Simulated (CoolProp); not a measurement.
Vapour-liquid equilibrium of R134a (1) + R124 (2) at 0.468 MPa; x and y are mole fractions of (1).

The numbers come from the multi-fluid Helmholtz-energy mixture model, Tillner-Roth 1994 and de Vries 1995; pair parameters Bell 2016 in CoolProp.

Task: Give the bubble temperature and the first vapour's composition at x = 0.45, 0.55, 0.85. Is there an azeotrope?

Result: x = 0.45: 294.2 K, y = 0.575; x = 0.55: 292.5 K, y = 0.663; x = 0.85: 288.4 K, y = 0.893. No azeotrope shows between x = 0.05 and 0.95.

Pair parameters are fitted to limited data, so mixtures are less certain than the pure fluids.
